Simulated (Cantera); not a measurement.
## Adiabatic ignition

An adiabatic, constant-pressure homogeneous reactor starts with 16.7 % CH4, 1.83 % H2, 17.2 % O2, 64.3 % N2, equivalence ratio 2.0, at 1550 K and 0.987 atm.

Cantera simulation using GRI-Mech 3.0 (53 species, 325 reactions); the numbers are that mechanism's predictions, not measurements.

| t (s) | T (K) | x CH4 | x H2 | x O2 | x CH3 | x HO2 | x H |
|---|---|---|---|---|---|---|---|
| 1.00e-6 | 1550 | 0.167 | 0.0183 | 0.172 | 5.44e-7 | 2.44e-7 | 4.29e-8 |
| 3.98e-6 | 1550 | 0.167 | 0.0183 | 0.172 | 2.51e-6 | 9.45e-7 | 5.46e-8 |
| 1.59e-5 | 1550 | 0.167 | 0.0183 | 0.172 | 1.23e-5 | 3.36e-6 | 1.10e-7 |
| 6.32e-5 | 1550 | 0.167 | 0.0183 | 0.172 | 8.76e-5 | 7.82e-6 | 5.40e-7 |
| 0.000252 | 1556 | 0.164 | 0.0185 | 0.170 | 0.000641 | 2.09e-5 | 4.76e-6 |
| 0.00100 | 2574 | 5.31e-8 | 0.162 | 2.30e-5 | 5.56e-8 | 1.80e-8 | 0.00971 |
| 0.00399 | 2552 | 1.04e-11 | 0.161 | 3.94e-5 | 1.45e-11 | 3.00e-8 | 0.0127 |
| 0.0159 | 2553 | 1.03e-11 | 0.161 | 3.95e-5 | 1.44e-11 | 3.01e-8 | 0.0127 |
| 0.0633 | 2553 | 1.03e-11 | 0.161 | 3.95e-5 | 1.44e-11 | 3.02e-8 | 0.0127 |
| 0.252 | 2553 | 1.03e-11 | 0.161 | 3.95e-5 | 1.44e-11 | 3.02e-8 | 0.0127 |
| 1.00 | 2553 | 1.03e-11 | 0.161 | 3.95e-5 | 1.44e-11 | 3.02e-8 | 0.0127 |
| 4.00 | 2553 | 1.03e-11 | 0.161 | 3.95e-5 | 1.44e-11 | 3.02e-8 | 0.0127 |
x: mole fraction; the columns are a selection and need not sum to one.

```json
{
  "time_of_steepest_temperature_rise": "0.630 ms",
  "temperature at 4.00 s": "2553 K",
  "equilibrium_temperature": "2553 K",
  "x(CH4) at 4.00 s": "1.03e-11 (gas-phase equilibrium 1.16e-11)",
  "x(H2) at 4.00 s": "0.161 (gas-phase equilibrium 0.161)",
  "x(O2) at 4.00 s": "3.95e-5 (gas-phase equilibrium 3.95e-5)"
}
```
